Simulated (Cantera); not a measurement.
Cantera with NASA thermochemical tables; ideal gases at 1 bar, condensed phases pure. Values are per mole of reaction as written; species without (g) are pure solids or liquids, kept so even where they would boil at 1 bar. TaC: taken at fixed stoichiometry.

Question: Between 300 and 1823 K, where is each reaction favourable under standard conditions?
- N₂(g) + 2 TaO₂(g) + 2 C ⇌ 2 NO₂(g) + 2 TaC

Answer: 
- N₂(g) + 2 TaO₂(g) + 2 C ⇌ 2 NO₂(g) + 2 TaC: ΔG° is 241 kJ at 300 K and 512 kJ at 1823 K; it stays positive (K < 1). ΔH° is 215 kJ and ΔS° -163 J/K at 1823 K.
